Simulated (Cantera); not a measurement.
Input: 1 mol CH3Cl, held at 17.0 Pa.

Method: chemical equilibrium by Gibbs-energy minimisation in Cantera with the NASA 1993 tables (ideal gas, pure condensed phases). Candidate condensed phases: C, C6H6, C7H8, C8H18; 91 gas species. Kinetics and transport are ignored.

x: gas mole fraction; n: condensed amount in mol.

```tsv
T (K)	x H2	x HCl	x H	x Cl	x C2H2 (acetylene)	x C2H	n C(graphite)
1198	0.500	0.500	1.03e-5	8.95e-6	4.95e-8	<1e-12	1.000
1348	0.500	0.500	0.000125	0.000105	6.01e-7	<1e-12	1.000
1498	0.499	0.499	0.000931	0.000750	4.40e-6	1.53e-11	1.000
1648	0.497	0.494	[?]	[?]	[?]	[?]	1.000
1798	0.489	0.478	0.0189	0.0141	8.44e-5	2.83e-8	1.000
1948	0.466	[?]	[?]	[?]	[?]	[?]	0.999
2098	0.410	0.345	0.151	0.0937	0.000585	5.54e-6	0.997
2248	0.306	0.220	0.312	0.162	0.00101	4.07e-5	0.994
```

**Question.** What belongs in the gaps?

**Answer.** 
- 1948, x HCl: 0.434
- 1948, x H: 0.0591
- 1948, x Cl: 0.0413
- 1948, x C2H2 (acetylene): 0.000251
- 1948, x C2H: 4.98e-7
- 1648, x H: 0.00482
- 1648, x Cl: 0.00375
- 1648, x C2H2 (acetylene): 2.22e-5
- 1648, x C2H: 9.32e-10
